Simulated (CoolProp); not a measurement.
Vapour-liquid equilibrium of carbon dioxide (1) + R125 (2) at 696 kPa; x and y are mole fractions of (1).

Computed with CoolProp (multi-fluid Helmholtz-energy mixture model, Span 1996 and Lemmon 2005; pair parameters Bell 2016).

Give the bubble temperature and the first vapour's composition at x = 0.15, 0.35, 0.75. Is there an azeotrope?

x = 0.15: 256.6 K, y = 0.492; x = 0.35: 242.1 K, y = 0.759; x = 0.75: 228.8 K, y = 0.932. No azeotrope shows between x = 0.05 and 0.95.

Pair parameters are fitted to limited data, so mixtures are less certain than the pure fluids.
